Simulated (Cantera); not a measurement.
Feed: 1 mol n-butane, 0.5 mol O2, held at 650 °C and 10000 Pa.

Method: chemical equilibrium by Gibbs-energy minimisation in Cantera with the NASA 1993 tables (ideal gas, pure condensed phases). Candidate condensed phases: C, C6H6, C7H8, C8H18, H2O; 110 gas species. Rates play no part.

Base state: H2 0.818, CO 0.143, H2O 0.0180, CH4 0.0155, CO2 0.00639 (mole fractions); condensed: C(graphite).

What changes in the equilibrium state with this change: temperature from 650 °C to 227 °C?


| species | before | after |
|---|---|---|
| CH4 | 0.0155 | 0.636 |
| H2O | 0.0180 | 0.303 |
| H2 | 0.818 | 0.0504 |
| CO | 0.143 | 1.35e-5 |
| CO2 | 0.00639 | 0.0111 |
| C(graphite), mol | 3.05 | 2.01 |
